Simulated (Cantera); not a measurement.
What does this Cantera script print?

```python
import numpy as np
import cantera as ct

gas_names = [...]  # 45 gases of nasa_gas.yaml made of Al, Cl, H, N, O
cond_names = """
    AL(cr) AL(L) ALCL3(s) ALCL3(L) ALN(s) AL2O3(a) AL2O3(L) H2O(s) H2O(L) NH4CL(a) NH4CL(b)
""".split()


# ... load() reads the species with a 1 bar reference pressure and builds the phases ...
atoms = {
    'AlCl3': {'AL': 1, 'CL': 3},
    'N2O': {'N': 2, 'O': 1},
    'H2': {'H': 2},
}
top_T = {'ALN(s)': 2750}  # K; cautious upper limits of use, not melting points


# ... equilibrate(T, P, feed) seeds the gas with the atoms and calls Mixture.equilibrate('TP', solver="vcs", rtol=1e-11, max_steps=5000) ...
results = []
T = 1398.15  # K
P = 21000  # Pa
for m in [23, 55, 88, 120, 150, 190, 220, 250, 280, 320, 350]:
    feed = {'AlCl3': 1, 'N2O': 40, 'H2': m}  # mol
    mix = equilibrate(T, P, feed)
    results.append((T, P, feed, dict(zip(mix.species_names, mix.species_moles))))
    x = sorted(zip(gas.X, gas.species_names), reverse=True)
    print(f"T = {T:g} K  P = {P:g} Pa  n(H2) = {m:g} mol  gas = {mix.phase_moles(0):.4g} mol")
    print("   x: " + "  ".join(f"{s} {v:.3e}" for v, s in x if v > 1e-05))
    print("   condensed (mol): " + ("  ".join(f"{mix.phase(i).name} {mix.phase_moles(i):.4g}"
          for i in range(1, mix.n_phases) if mix.phase_moles(i) > 1e-12) or "none"))
```

Result:

```
T = 1398.15 K  P = 21000 Pa  n(H2) = 23 mol  gas = 73.01 mol
   x: N2 5.477e-01  H2O 2.947e-01  O2 1.161e-01  HCL 4.063e-02  NO 4.444e-04  CL 3.804e-04  OH 6.608e-05  CL2 3.869e-05
   condensed (mol): AL2O3(a) 0.5
T = 1398.15 K  P = 21000 Pa  n(H2) = 55 mol  gas = 96.5 mol
   x: N2 4.145e-01  H2O 3.990e-01  H2 1.554e-01  HCL 3.109e-02
   condensed (mol): AL2O3(a) 0.5
T = 1398.15 K  P = 21000 Pa  n(H2) = 88 mol  gas = 129.5 mol
   x: H2 3.706e-01  N2 3.089e-01  H2O 2.973e-01  HCL 2.317e-02
   condensed (mol): AL2O3(a) 0.5
T = 1398.15 K  P = 21000 Pa  n(H2) = 120 mol  gas = 161.5 mol
   x: H2 4.953e-01  N2 2.477e-01  H2O 2.384e-01  HCL 1.858e-02
   condensed (mol): AL2O3(a) 0.5
T = 1398.15 K  P = 21000 Pa  n(H2) = 150 mol  gas = 191.5 mol
   x: H2 5.744e-01  N2 2.089e-01  H2O 2.010e-01  HCL 1.567e-02
   condensed (mol): AL2O3(a) 0.5
T = 1398.15 K  P = 21000 Pa  n(H2) = 190 mol  gas = 231.5 mol
   x: H2 6.479e-01  N2 1.728e-01  H2O 1.663e-01  HCL 1.296e-02
   condensed (mol): AL2O3(a) 0.5
T = 1398.15 K  P = 21000 Pa  n(H2) = 220 mol  gas = 261.5 mol
   x: H2 6.883e-01  N2 1.530e-01  H2O 1.472e-01  HCL 1.147e-02
   condensed (mol): AL2O3(a) 0.5
T = 1398.15 K  P = 21000 Pa  n(H2) = 250 mol  gas = 291.5 mol
   x: H2 7.204e-01  N2 1.372e-01  H2O 1.321e-01  HCL 1.029e-02
   condensed (mol): AL2O3(a) 0.5
T = 1398.15 K  P = 21000 Pa  n(H2) = 280 mol  gas = 321.5 mol
   x: H2 7.465e-01  N2 1.244e-01  H2O 1.198e-01  HCL 9.331e-03
   condensed (mol): AL2O3(a) 0.5
T = 1398.15 K  P = 21000 Pa  n(H2) = 320 mol  gas = 361.5 mol
   x: H2 7.745e-01  N2 1.106e-01  H2O 1.065e-01  HCL 8.299e-03
   condensed (mol): AL2O3(a) 0.5
T = 1398.15 K  P = 21000 Pa  n(H2) = 350 mol  gas = 391.5 mol
   x: H2 7.918e-01  N2 1.022e-01  H2O 9.834e-02  HCL 7.663e-03
   condensed (mol): AL2O3(a) 0.5
```

These are equilibrium values from Cantera (NASA tables, ideal gas, pure condensed phases), not measurements of a reactor. Gases not in the tables: Al(OH)3.
